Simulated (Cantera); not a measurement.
Cantera run:

```python
import numpy as np
import cantera as ct

gas_names = """
    CL CL2 H HCL H2 N NH NH2 NH3 N2 N2H2 N2H4 Si SiCL SiCL2 SiCL3 SiCL4 SiH SiHCL3 SiH2 SiH2CL2 SiH3
    SiH3CL SiH4 SiN Si2 Si2N Si3
""".split()
cond_names = """
    NH4CL(a) NH4CL(b) Si(cr) Si(L) Si3N4(a)
""".split()


def load(file, names, dense=False):
    # The tables refer to 1 bar. Condensed volumes are neglected.
    table = {s.name: s for s in ct.Species.list_from_file(file)}
    out = []
    for n in names:
        d = dict(table[n].input_data)
        d["thermo"] = dict(d["thermo"], **{"reference-pressure": 1e5})
        if dense:
            d["equation-of-state"] = {"model": "constant-volume", "density": "1e6 g/cm^3"}
        out.append(ct.Species.from_dict(d))
    return out


gas = ct.Solution(thermo="ideal-gas", species=load("nasa_gas.yaml", gas_names))
cond = {s.name: ct.Solution(thermo="fixed-stoichiometry", species=[s], name=s.name)
        for s in load("nasa_condensed.yaml", cond_names, dense=True)}
atoms = {
    'SiCl4': {'Si': 1, 'CL': 4},
    'NH3': {'N': 1, 'H': 3},
    'H2': {'H': 2},
}
top_T = {'Si3N4(a)': 2400}  # K; cautious upper limits of use, not melting points


def equilibrate(T, P, feed):
    n = {}
    for name, mol in feed.items():
        for a, k in atoms[name].items():
            n[a] = n.get(a, 0.0) + k * mol
    gas.TPX = T, P, n
    mass = sum(n.values()) * gas.mean_molecular_weight
    gas.equilibrate("TP")
    valid = [c for c in cond.values() if c.min_temp <= T <= top_T.get(c.name, c.max_temp)]
    mix = ct.Mixture([(gas, mass / gas.mean_molecular_weight)] + [(c, 0.0) for c in valid])
    mix.T, mix.P = T, P
    mix.equilibrate("TP", solver="vcs", rtol=1e-11, max_steps=5000)
    return mix


results = []
T = 1375  # K
P = 133.322  # Pa
for m in [1, 1.4, 1.9, 2.7, 3.7, 5.1, 7.1, 9.8, 14]:
    feed = {'SiCl4': 1, 'NH3': m, 'H2': 13}  # mol
    mix = equilibrate(T, P, feed)
    results.append((T, P, feed, dict(zip(mix.species_names, mix.species_moles))))

top = {s: max(r[3][s] / sum(r[3][g] for g in gas_names) for r in results) for s in gas_names}
cols = sorted((s for s in top if top[s] > 1e-06), key=lambda s: -top[s])[:6]
seen = [c for c in cond_names if any(r[3].get(c, 0) > 1e-12 for r in results)]
print("log10 of partial pressures in bar; condensed amounts in mol")
print(f"{'n(NH3)':>10s}" + "".join(f"{s[:9]:>10s}" for s in cols + seen))
for T, P, feed, n in results:
    ng = sum(n[g] for g in gas_names)
    print(f"{feed['NH3']:10.4g}" + "".join(f"{np.log10(max(n[s] / ng * P / 1e5, 1e-99)):10.3f}" for s in cols)
          + "".join(f"{n.get(c, 0):10.4g}" for c in seen))
```

It prints:

```
log10 of partial pressures in bar; condensed amounts in mol
    n(NH3)        H2       HCL        N2     SiCL2     SiCL3     SiCL4  Si3N4(a)
         1    -2.981    -3.651    -4.752    -4.354    -5.736    -6.455     0.139
       1.4    -2.983    -3.639    -4.565    -4.454    -5.823    -6.529    0.1718
       1.9    -2.985    -3.638    -4.399    -4.560    -5.926    -6.630    0.1997
       2.7    -2.988    -3.650    -4.223    -4.698    -6.074    -6.789    0.2281
       3.7    -2.990    -3.674    -4.085    -4.836    -6.235    -6.973    0.2494
       5.1    -2.992    -3.711    -3.963    -4.991    -6.427    -7.202    0.2675
       7.1    -2.993    -3.765    -3.857    -5.167    -6.656    -7.484    0.2827
       9.8    -2.995    -3.831    -3.772    -5.355    -6.910    -7.802    0.2945
        14    -2.996    -3.920    -3.697    -5.580    -7.223    -8.204    0.3047
```

Cantera equilibrium calculation (NASA polynomials, part measured and part estimated; ideal gas, pure solids and liquids). The tables' values for SiCl3 are old estimates; treat these amounts as uncertain.
